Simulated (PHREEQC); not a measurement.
# Acid mine or pickling water: an equilibrium model

A made-up water analysis in mg/kgw, 25 °C, pH 4.1, pe 12.5:

| constituent | mg/kgw |
|---|---|
| Na | 320 |
| K | 445 |
| Ca | 271 |
| Mg | 24.1 |
| Cl | 77.4 |
| S(6) as SO4 | 2580 |
| Fe(3) | 344 |
| Li | 3.57 |
| Pb | 18.5 |

Valence states are taken as typed.

Equilibrium calculation in PHREEQC: ion-association model, phreeqc.dat.

Each row changes one thing in this solution. No solid was allowed to form.

```json
[
 {"case": "as made", "ionic strength (mol/kgw)": "0.0790", "Ca+2 (mol/kgw)": "0.00414", "CaSO4 (mol/kgw)": "0.00262", "Fe(OH)2+ (mol/kgw)": "0.00222", "FeOH+2 (mol/kgw)": "0.00105", "KSO4- (mol/kgw)": "0.000637", "SI of Gypsum (CaSO4:2H2O)": "-0.24", "SI of Anglesite (PbSO4)": "+0.78"},
 {"case": "Li from 3.57 to 10.7 mg/kgw", "ionic strength (mol/kgw)": "0.0795", "Ca+2 (mol/kgw)": "0.00415", "CaSO4 (mol/kgw)": "0.00261", "Fe(OH)2+ (mol/kgw)": "0.00221", "FeOH+2 (mol/kgw)": "0.00105", "KSO4- (mol/kgw)": "0.000635", "SI of Gypsum (CaSO4:2H2O)": "-0.25", "SI of Anglesite (PbSO4)": "+0.78"},
 {"case": "temperature from 25 to 40 °C at the same typed pH", "ionic strength (mol/kgw)": "0.0730", "Ca+2 (mol/kgw)": "0.00398", "CaSO4 (mol/kgw)": "0.00278", "Fe(OH)2+ (mol/kgw)": "0.00390", "FeOH+2 (mol/kgw)": "0.00108", "KSO4- (mol/kgw)": "0.000801", "SI of Gypsum (CaSO4:2H2O)": "-0.25", "SI of Anglesite (PbSO4)": "+0.70"}
]
```

Some of these states are supersaturated (in Jarosite-K, Fe(OH)3(a), Anglesite, for instance). Away from 25 °C the constants follow the database's enthalpies or fits; those with neither stay at their 25 °C values.
